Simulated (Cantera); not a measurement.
What does this Cantera script print?

```python
import numpy as np
import cantera as ct

gas_names = """
    B BH BH2 BH3 BN B2 H H2 N NH NH2 NH3 N2 N2H2 N2H4
""".split()
cond_names = """
    B(b) B(L) BN(s)
""".split()


# ... load() reads the species with a 1 bar reference pressure and builds the phases ...
atoms = {
    'borazine': {'B': 3, 'N': 3, 'H': 6},
    'H2': {'H': 2},
    'N2': {'N': 2},
    'NH3': {'N': 1, 'H': 3},
}
top_T = {'BN(s)': 3200}  # K; cautious upper limits of use, not melting points


# ... equilibrate(T, P, feed) seeds the gas with the atoms and calls Mixture.equilibrate('TP', solver="vcs", rtol=1e-11, max_steps=5000) ...
results = []
feed = {'borazine': 1, 'H2': 54, 'N2': 11, 'NH3': 3.6}  # mol
T = 2223.15  # K
P = 13332.2  # Pa
mix = equilibrate(T, P, feed)
results.append((T, P, feed, dict(zip(mix.species_names, mix.species_moles))))
print(gas.report(threshold=1e-05))
for i in range(1, mix.n_phases):
    print(f"{mix.phase(i).name:16s} {mix.phase_moles(i):12.5e} mol")
```

It prints:

```
       temperature   2223.2 K
          pressure   13332 Pa
           density   0.0046153 kg/m^3
  mean mol. weight   6.3989 kg/kmol
   phase of matter   gas

                          1 kg             1 kmol
                     ---------------   ---------------
          enthalpy        1.0082e+07        6.4512e+07  J
   internal energy        7.1931e+06        4.6028e+07  J
           entropy             34940        2.2358e+05  J/K
    Gibbs function       -6.7595e+07       -4.3253e+08  J
 heat capacity c_p            5461.5             34948  J/K
 heat capacity c_v            4162.1             26633  J/K

                      mass frac. Y      mole frac. X     chem. pot. / RT
                     ---------------   ---------------   ---------------
               BH2        0.00077866        0.00038847           -26.685
                 H         0.0024966          0.015849           -11.021
                H2           0.25668           0.81471           -22.043
                N2           0.74001           0.16903           -31.095
     [  +11 minor]        3.7771e-05        1.9087e-05

B(b)              0.00000e+00 mol
BN(s)             2.96915e+00 mol
```

Method: chemical equilibrium by Gibbs-energy minimisation in Cantera with the NASA 1993 tables (ideal gas, pure condensed phases). The feed counts by its element totals alone. The tables' values for BH2 are old estimates; treat these amounts as uncertain.
